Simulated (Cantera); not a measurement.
Cantera run:

```python
import numpy as np
import cantera as ct

gas_names = """
    CL CLO CL2 H HCL HOCL HO2 H2 H2O H2O2 Li LiCL LiH LiO LiOH Li2 Li2CL2 Li2O Li2O2 Li2O2H2 Li3CL3 O OH
    O2 O3
""".split()
cond_names = """
    H2O(s) H2O(L) Li(cr) Li(L) LiCL(s) LiCL(L) LiH(s) LiH(L) LiOH(s) LiOH(L) Li2O(s) Li2O(L)
""".split()


# ... load() reads the species with a 1 bar reference pressure and builds the phases ...
atoms = {
    'LiCl': {'Li': 1, 'CL': 1},
    'H2O': {'H': 2, 'O': 1},
    'H2': {'H': 2},
}
top_T = {}  # K; cautious upper limits of use, not melting points


# ... equilibrate(T, P, feed) seeds the gas with the atoms and calls Mixture.equilibrate('TP', solver="vcs", rtol=1e-11, max_steps=5000) ...
results = []
feed = {'LiCl': 1, 'H2O': 13, 'H2': 1.1}  # mol
P = 870  # Pa
for T in [850, 900, 950, 1000, 1050, 1100, 1150, 1200, 1250, 1300, 1350]:
    mix = equilibrate(T, P, feed)
    results.append((T, P, feed, dict(zip(mix.species_names, mix.species_moles))))

top = {s: max(r[3][s] / sum(r[3][g] for g in gas_names) for r in results) for s in gas_names}
cols = sorted((s for s in top if top[s] > 1e-05), key=lambda s: -top[s])[:5]
seen = [c for c in cond_names if any(r[3].get(c, 0) > 1e-12 for r in results)]
print("log10 of partial pressures in bar; condensed amounts in mol")
print(f"{'T/K':>10s}" + "".join(f"{s[:9]:>10s}" for s in cols + seen))
for T, P, feed, n in results:
    ng = sum(n[g] for g in gas_names)
    print(f"{T:10.4g}" + "".join(f"{np.log10(max(n[s] / ng * P / 1e5, 1e-99)):10.3f}" for s in cols)
          + "".join(f"{n.get(c, 0):10.4g}" for c in seen))
```

Output:

```
log10 of partial pressures in bar; condensed amounts in mol
       T/K       H2O        H2      LiCL    Li2CL2       HCL   LiCL(s)   LiCL(L)   Li2O(s)
       850    -2.096    -3.169    -5.391    -5.069    -6.928     0.962         0 5.175e-05
       900    -2.099    -3.171    -4.725    -4.431    -6.497         0    0.8339 9.285e-05
       950    -2.105    -3.178    -4.175    -3.948    -6.156         0    0.4796 8.529e-06
      1000    -2.115    -3.187    -3.774    -3.704    -5.819         0         0         0
      1050    -2.118    -3.190    -3.577    -3.810    -5.584         0         0         0
      1100    -2.120    -3.193    -3.435    -3.982    -5.386         0         0         0
      1150    -2.123    -3.195    -3.345    -4.217    -5.222         0         0         0
      1200    -2.124    -3.196    -3.295    -4.499    -5.087         0         0         0
      1250    -2.125    -3.197    -3.272    -4.800    -4.973         0         0         0
      1300    -2.126    -3.198    -3.262    -5.102    -4.873         0         0         0
      1350    -2.126    -3.198    -3.258    -5.392    -4.783         0         0         0
```

These are equilibrium values from Cantera (NASA tables, ideal gas, pure condensed phases), not measurements of a reactor.
